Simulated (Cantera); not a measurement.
An isothermal, constant-pressure homogeneous reactor starts with N₂O = 1 (molar parts), at 1500 K and 1.01 bar.

Cantera simulation using GRI-Mech 3.0 (53 species, 325 reactions); the numbers are that mechanism's predictions, not measurements. GRI-Mech 3.0 was tuned for natural gas; its chemistry of N2O as a main component is partial and can be far from experiment. The temperature is held fixed by assumption; the heat of reaction is taken as removed at once.

One state of this run: x N₂O = 0.000110; x O = 2.14e-6; x NO₂ = 0.000806; x O₂ = 0.266; x NO = 0.133; x N₂ = 0.600. x: mole fraction; the columns are a selection and need not sum to one.

Which value of t (s) does it belong to?
(A) 0.269
(B) 0.00782
(C) 0.000740
(D) 0.0254

A, 0.269
